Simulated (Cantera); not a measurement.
Stirred combustor or abatement burner

A perfectly stirred reactor is fed with 30.4 % H₂, 13.9 % O₂, 52.1 % N₂, 3.65 % H₂O, equivalence ratio 1.1, at 100000 Pa; it is adiabatic with a 398 K inlet, and is followed from long to short residence time, starting on the burning branch (τ in s: 0.027, 0.013, 0.0066, 0.0032, 0.0016, 0.00077, 0.00038, 0.00018, 9e-05).

Detailed kinetics in Cantera: GRI-Mech 3.0 (53 species, 325 reactions).

| τ (s) | T (K) | x H₂ | x O₂ | x H₂O | x N₂O | x NO₂ | x NO |
|---|---|---|---|---|---|---|---|
| 0.027 | 2351 | 0.0376 | 0.00184 | 0.350 | 5.10e-8 | 5.06e-8 | 0.000691 |
| 0.013 | 2330 | 0.0389 | 0.00250 | 0.347 | 5.03e-8 | 3.73e-8 | 0.000507 |
| 0.0066 | 2300 | 0.0407 | 0.00345 | 0.343 | 4.96e-8 | 2.54e-8 | 0.000349 |
| 0.0032 | 2254 | 0.0435 | 0.00490 | 0.337 | 4.88e-8 | 1.54e-8 | 0.000218 |
| 0.0016 | 2194 | 0.0468 | 0.00677 | 0.329 | 4.82e-8 | 9.15e-9 | 0.000134 |
| 0.00077 | 2111 | 0.0508 | 0.00928 | 0.319 | 4.79e-8 | 5.59e-9 | 8.34e-5 |
| 0.00038 | 2011 | 0.0547 | 0.0122 | 0.308 | 4.79e-8 | 3.98e-9 | 5.84e-5 |
| 0.00018 | 1888 | 0.0585 | 0.0158 | 0.296 | 4.74e-8 | 3.13e-9 | 4.34e-5 |
| 9.0e-5 | 1759 | 0.0619 | 0.0198 | 0.284 | 4.59e-8 | 2.49e-9 | 3.19e-5 |
x: mole fraction; the columns are a selection and need not sum to one.
